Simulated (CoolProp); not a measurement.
n-perfluorohexane along the isotherm 300.1 K: Z from the reference equation and from simpler models built on Tc = 448.0 K, pc = 1.742 MPa, ω = 0.497; each cubic takes its own stable root.

The numbers come from the reference Helmholtz-energy equation of state, Gao 2022 in CoolProp.

```json
[
 {"p (MPa)": "0.00826", "phase": "gas", "reference": "0.9933", "van der Waals": "0.9964", "Redlich-Kwong": "0.9951", "Soave-Redlich-Kwong": "0.9938", "Peng-Robinson": "0.9936"},
 {"p (MPa)": "0.0188", "phase": "gas", "reference": "0.9847", "van der Waals": "0.9918", "Redlich-Kwong": "0.9887", "Soave-Redlich-Kwong": "0.9859", "Peng-Robinson": "0.9854"},
 {"p (MPa)": "0.0428", "phase": "liquid", "reference": "0.003472", "van der Waals": "0.9811", "Redlich-Kwong": "0.9740", "Soave-Redlich-Kwong": "0.004000", "Peng-Robinson": "0.003542"},
 {"p (MPa)": "0.0974", "phase": "liquid", "reference": "0.007899", "van der Waals": "0.9560", "Redlich-Kwong": "0.9390", "Soave-Redlich-Kwong": "0.009101", "Peng-Robinson": "0.008059"},
 {"p (MPa)": "0.222", "phase": "liquid", "reference": "0.01800", "van der Waals": "0.8932", "Redlich-Kwong": "0.02227", "Soave-Redlich-Kwong": "0.02073", "Peng-Robinson": "0.01836"},
 {"p (MPa)": "0.504", "phase": "liquid", "reference": "0.04083", "van der Waals": "0.07344", "Redlich-Kwong": "0.05040", "Soave-Redlich-Kwong": "0.04698", "Peng-Robinson": "0.04162"},
 {"p (MPa)": "1.15", "phase": "liquid", "reference": "0.09299", "van der Waals": "0.1654", "Redlich-Kwong": "0.1142", "Soave-Redlich-Kwong": "0.1068", "Peng-Robinson": "0.09468"},
 {"p (MPa)": "2.61", "phase": "liquid", "reference": "0.2102", "van der Waals": "0.3668", "Redlich-Kwong": "0.2556", "Soave-Redlich-Kwong": "0.2406", "Peng-Robinson": "0.2135"}
]
```

At some of these states van der Waals, Redlich-Kwong gives the other phase, because its saturation line lies elsewhere.
